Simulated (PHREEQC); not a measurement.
Acid rinse or clean: speciation

Consider water at 25 °C with 67 mmol/kgw HBr and 2.3 mmol/kgw AlCl3. Closed to the air; pH follows from the charge balance.

Computed with PHREEQC (ion-association model, wateq4f.dat).

Precipitation was switched off in this run.

What pH does the model give?

pH 1.25.
